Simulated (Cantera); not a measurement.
Charge: 1 mol NF₃, 1.7 mol H₂, 0.26 mol O₂, held at 27.0 mbar.

Equilibrium computed with Cantera from the NASA thermochemical tables; the gas is ideal and each condensed phase is pure. Candidate condensed phases: H₂O; 40 gas species. The numbers say what is thermodynamically allowed, not how fast it happens. All values below are at 2850 K.

Base state: HF 0.691, N₂ 0.116, H 0.0599, O 0.0557, O₂ 0.0193, F 0.0188, OH 0.0153, H₂ 0.0102 (mole fractions); condensed: gas only.

What changes in the equilibrium state with this change: NF₃ replaced by HBr?


```
species   before    after
-------  -------  -------
H         0.0599    0.320
H₂        0.0102    0.292
Br             0    0.226
HF         0.691        0
N₂         0.116        0
HBr            0   0.0304
F         0.0188        0
H₂O      0.00889   0.0838
O₂        0.0193  0.00211
O         0.0557   0.0184
OH        0.0153   0.0270
NO       0.00458        0
N        1.04e-5        0
```
Further candidate phases: Br₂.

What changes in the equilibrium state with this change: H₂ from 1.7 to 0.37 mol?


```
species   before     after
-------  -------  --------
F         0.0188     0.581
HF         0.691     0.189
N₂         0.116     0.125
H         0.0599  0.000531
H₂        0.0102   8.04e-7
OH        0.0153  0.000167
O₂        0.0193    0.0294
O         0.0557    0.0687
H₂O      0.00889   8.60e-7
FO       3.29e-7   1.25e-5
NO       0.00458   0.00588
N        1.04e-5   1.08e-5
```
